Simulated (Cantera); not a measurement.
# Dilute partial oxidation

A perfectly stirred reactor is fed with 1.26 % CH4, 1.94 % O2, 96.8 % N2, at 1.00 bar; it is held at 1148 K, and followed from long to short residence time.

Detailed kinetics in Cantera: GRI-Mech 3.0 (53 species, 325 reactions). The temperature is held fixed by assumption; the heat of reaction is taken as removed at once.

| τ (s) | x CH4 | x O2 | x OH | x C2H | x NO | x CH2 |
|---|---|---|---|---|---|---|
| 23 | 0.000894 | 0.000622 | 2.45e-8 | 1.03e-12 | 5.99e-10 | 2.71e-10 |
| 9.6 | 0.000957 | 0.000985 | 4.44e-8 | 1.33e-12 | 9.97e-10 | 4.80e-10 |
| 4.0 | 0.00110 | 0.00159 | 7.98e-8 | 1.66e-12 | 1.46e-9 | 8.06e-10 |
| 1.6 | 0.00140 | 0.00266 | 1.41e-7 | 2.00e-12 | 1.65e-9 | 1.29e-9 |
| 0.67 | 0.00198 | 0.00444 | 2.19e-7 | 2.28e-12 | 1.24e-9 | 1.79e-9 |
| 0.28 | 0.0125 | 0.0193 | 4.55e-10 | <1e-12 | <1e-12 | <1e-12 |
| 0.11 | 0.0126 | 0.0194 | 2.21e-10 | <1e-12 | <1e-12 | <1e-12 |
| 0.047 | 0.0126 | 0.0194 | 1.49e-10 | <1e-12 | <1e-12 | <1e-12 |
| 0.019 | 0.0126 | 0.0194 | 8.74e-11 | <1e-12 | <1e-12 | <1e-12 |
| 0.0079 | 0.0126 | 0.0194 | 3.51e-11 | <1e-12 | <1e-12 | <1e-12 |
x: mole fraction; the columns are a selection and need not sum to one.
